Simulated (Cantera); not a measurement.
A Cantera script and what it prints.

```python
import numpy as np
import cantera as ct

gas_names = """
    CL CL2 H HCL H2 N NH NH2 NH3 N2 N2H2 N2H4 Si SiCL SiCL2 SiCL3 SiCL4 SiH SiHCL3 SiH2 SiH2CL2 SiH3
    SiH3CL SiH4 SiN Si2 Si2N Si3
""".split()
cond_names = """
    NH4CL(a) NH4CL(b) Si(cr) Si(L) Si3N4(a)
""".split()


# ... load() reads the species with a 1 bar reference pressure and builds the phases ...
atoms = {
    'SiCl4': {'Si': 1, 'CL': 4},
    'NH3': {'N': 1, 'H': 3},
    'N2': {'N': 2},
}
top_T = {'Si3N4(a)': 2400}  # K; cautious upper limits of use, not melting points


# ... equilibrate(T, P, feed) seeds the gas with the atoms and calls Mixture.equilibrate('TP', solver="vcs", rtol=1e-11, max_steps=5000) ...
results = []
T = 1048  # K
P = 13332.2  # Pa
for m in [5.9, 7.4, 9.4, 12, 15, 19, 24, 31, 39, 50, 63]:
    feed = {'SiCl4': 1, 'NH3': 0.64, 'N2': m}  # mol
    mix = equilibrate(T, P, feed)
    results.append((T, P, feed, dict(zip(mix.species_names, mix.species_moles))))

top = {s: max(r[3][s] / sum(r[3][g] for g in gas_names) for r in results) for s in gas_names}
cols = sorted((s for s in top if top[s] > 1e-06), key=lambda s: -top[s])[:8]
seen = [c for c in cond_names if any(r[3].get(c, 0) > 1e-12 for r in results)]
print("log10 of partial pressures in bar; condensed amounts in mol")
print(f"{'n(N2)':>10s}" + "".join(f"{s[:9]:>10s}" for s in cols + seen))
for T, P, feed, n in results:
    ng = sum(n[g] for g in gas_names)
    print(f"{feed['N2']:10.4g}" + "".join(f"{np.log10(max(n[s] / ng * P / 1e5, 1e-99)):10.3f}" for s in cols)
          + "".join(f"{n.get(c, 0):10.4g}" for c in seen))
```

It prints:

```
log10 of partial pressures in bar; condensed amounts in mol
     n(N2)        N2       HCL     SiCL4        H2    SiHCL3     SiCL3     SiCL2  Si3N4(a)
       5.9    -1.016    -1.672    -1.969    -2.321    -4.609    -4.952    -6.672    0.1102
       7.4    -0.991    -1.734    -2.047    -2.415    -4.718    -5.014    -6.719    0.1127
       9.4    -0.970    -1.805    -2.133    -2.521    -4.839    -5.082    -6.769    0.1153
        12    -0.951    -1.882    -2.224    -2.635    -4.968    -5.154    -6.821     0.118
        15    -0.937    -1.955    -2.312    -2.743    -5.089    -5.222    -6.869    0.1204
        19    -0.925    -2.036    -2.407    -2.861    -5.222    -5.295    -6.921    0.1229
        24    -0.915    -2.119    -2.503    -2.982    -5.356    -5.369    -6.972    0.1254
        31    -0.907    -2.212    -2.610    -3.118    -5.506    -5.451    -7.029    0.1279
        39    -0.900    -2.298    -2.708    -3.242    -5.643    -5.526    -7.080    0.1302
        50    -0.895    -2.393    -2.816    -3.380    -5.793    -5.607    -7.135    0.1325
        63    -0.891    -2.482    -2.916    -3.510    -5.934    -5.683    -7.187    0.1345
```

These are equilibrium values from Cantera (NASA tables, ideal gas, pure condensed phases), not measurements of a reactor. The tables' values for SiCl3 are old estimates; treat these amounts as uncertain.
